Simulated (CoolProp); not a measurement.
A simple Rankine cycle with R142b: condensing at 309.15 K, boiler at 1.26 MPa, turbine inlet 469 K, turbine efficiency 0.9, pump efficiency 0.7, no recuperator. Each further row changes one setting.

Model: reference Helmholtz-energy equation of state, Lemmon 2006, in CoolProp. It is a short technical equation, of lower accuracy than the large ones.

```
case                             thermal efficiency (%)  net work (kJ/kg)  heat in (kJ/kg)  turbine exit temperature (K)  volume ratio over the turbine
-------------------------------  ----------------------  ----------------  ---------------  ----------------------------  -----------------------------
as stated                                           8.7              30.5              350                         434.1                           2.59
condensing temperature 301.15 K                    10.4              37.5              360                         426.4                           3.24
boiler pressure 0.882 MPa                           5.7              20.2              353                         447.0                           1.83
turbine efficiency 0.8                              7.7              27.0              350                         437.4                           2.62
```
